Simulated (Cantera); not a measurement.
An isothermal, constant-pressure homogeneous reactor starts with N2O : N2 = 1 : 3.2 (molar parts), at 1050 K and 101000 Pa. Integrator tolerance rtol = 1e-08.

Cantera simulation using GRI-Mech 3.0 (53 species, 325 reactions); the numbers are that mechanism's predictions, not measurements. GRI-Mech 3.0 was tuned for natural gas; its chemistry of N2O as a main component is partial and can be far from experiment. The mechanism lacks the step 2 NO + O2 → 2 NO2, which can matter for NO2 below about 1400 K. The temperature is held fixed by assumption; the heat of reaction is taken as removed at once.

Task: What does this change do: pressure from 101000 Pa to 13300 Pa?

Result: 
```csv
quantity,before,after
x(N2O) at 100 s,0.0394 (gas-phase equilibrium 3.38e-9),0.169 (gas-phase equilibrium 1.23e-9)
x(O2) at 100 s,0.0851 (gas-phase equilibrium 0.106),0.0292 (gas-phase equilibrium 0.106)
x(N2) at 100 s,0.868 (gas-phase equilibrium 0.894),0.798 (gas-phase equilibrium 0.894)
x(NO) at 100 s,0.00708 (gas-phase equilibrium 4.02e-5),0.00323 (gas-phase equilibrium 4.02e-5)
x(NO2) at 100 s,0.000110 (gas-phase equilibrium 1.11e-6),6.53e-6 (gas-phase equilibrium 4.03e-7)
x(O) at 100 s,2.98e-8 (gas-phase equilibrium 2.18e-10),1.19e-7 (gas-phase equilibrium 6.01e-10)
```
